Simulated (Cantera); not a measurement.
Charge: 1 mol Pb, 0.31 mol H₂, held at 45.0 mbar.

Cantera equilibrium calculation (NASA polynomials, part measured and part estimated; ideal gas, pure solids and liquids). Candidate condensed phases: Pb; 4 gas species. Kinetics and transport are ignored.

log p: log10 of the partial pressure in bar; n: condensed amount in mol.

```json
[
 {"T (K)": "600", "log p H₂": "-1.35", "log p Pb": "-11.29", "log p H": "<-13", "n Pb(s)": "1.00", "n Pb(l)": "0"},
 {"T (K)": "650", "log p H₂": "-1.35", "log p Pb": "-10.03", "log p H": "<-13", "n Pb(s)": "0", "n Pb(l)": "1.00"},
 {"T (K)": "700", "log p H₂": "-1.35", "log p Pb": "-8.95", "log p H": "<-13", "n Pb(s)": "0", "n Pb(l)": "1.00"},
 {"T (K)": "750", "log p H₂": "-1.35", "log p Pb": "[?]", "log p H": "[?]", "n Pb(s)": "0", "n Pb(l)": "1.00"},
 {"T (K)": "800", "log p H₂": "-1.35", "log p Pb": "-7.21", "log p H": "-12.21", "n Pb(s)": "0", "n Pb(l)": "1.00"},
 {"T (K)": "850", "log p H₂": "-1.35", "log p Pb": "-6.50", "log p H": "-11.36", "n Pb(s)": "0", "n Pb(l)": "1.000"},
 {"T (K)": "900", "log p H₂": "-1.35", "log p Pb": "[?]", "log p H": "[?]", "n Pb(s)": "0", "n Pb(l)": "1.000"},
 {"T (K)": "950", "log p H₂": "-1.35", "log p Pb": "-5.30", "log p H": "-9.93", "n Pb(s)": "0", "n Pb(l)": "1.000"}
]
```

Question: What belongs in the gaps?

Answer: 
- 750, log p Pb: -8.02
- 750, log p H: -13.17
- 900, log p Pb: -5.86
- 900, log p H: -10.61
